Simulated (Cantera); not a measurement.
What does this Cantera script print?

```python
import numpy as np
import cantera as ct

gas = ct.Solution("gri30.yaml", transport_model="mixture-averaged")
show = ['H', 'CH3', 'NH3']

rows = []
print(f"{'T/K':>7s}{'rho':>11s}{'cp':>10s}{'mu':>11s}{'lambda':>11s}{'Pr':>7s}" + "".join(f"{'D_' + s:>11s}" for s in show))
for T in [400, 550, 700, 850, 1000, 1150, 1300, 1450, 1600]:
    gas.TPX = T, 5400, {'N2O': 0.23, 'H2O': 0.82}
    Pr = gas.cp_mass * gas.viscosity / gas.thermal_conductivity
    D = [gas.mix_diff_coeffs_mole[gas.species_index(s)] for s in show]
    rows.append([gas.density, gas.cp_mass, gas.viscosity, gas.thermal_conductivity, Pr, *D])
    print(f"{T:7g}{gas.density:11.4e}{gas.cp_mass:10.1f}{gas.viscosity:11.4e}"
          f"{gas.thermal_conductivity:11.4e}{Pr:7.3f}" + "".join(f"{d:11.4e}" for d in D))
print("SI units: kg/m3, J/kg/K, Pa s, W/m/K, m2/s")
```

Result:

```
    T/K        rho        cp         mu     lambda     Pr        D_H      D_CH3      D_NH3
    400 3.8497e-02    1523.2 1.5768e-05 3.4062e-02  0.705 3.9432e-03 7.0715e-04 6.2478e-04
    550 2.7998e-02    1614.1 2.1653e-05 4.9784e-02  0.702 7.1359e-03 1.2792e-03 1.1880e-03
    700 2.1998e-02    1703.2 2.7333e-05 6.6815e-02  0.697 1.1034e-02 1.9775e-03 1.9115e-03
    850 1.8116e-02    1788.3 3.2783e-05 8.4843e-02  0.691 1.5561e-02 2.7884e-03 2.7799e-03
   1000 1.5399e-02    1870.4 3.8004e-05 1.0348e-01  0.687 2.0663e-02 3.7023e-03 3.7812e-03
   1150 1.3390e-02    1947.3 4.3010e-05 1.2240e-01  0.684 2.6301e-02 4.7120e-03 4.9055e-03
   1300 1.1845e-02    2018.0 4.7815e-05 1.4139e-01  0.682 3.2443e-02 5.8121e-03 6.1450e-03
   1450 1.0620e-02    2082.6 5.2434e-05 1.6028e-01  0.681 3.9065e-02 6.9981e-03 7.4929e-03
   1600 9.6243e-03    2141.4 5.6881e-05 1.7896e-01  0.681 4.6148e-02 8.2665e-03 8.9439e-03
SI units: kg/m3, J/kg/K, Pa s, W/m/K, m2/s
```

Detailed kinetics in Cantera: GRI-Mech 3.0 (53 species, 325 reactions). Polar gases are described roughly by these parameters. The composition is frozen, though it would react at the higher temperatures.
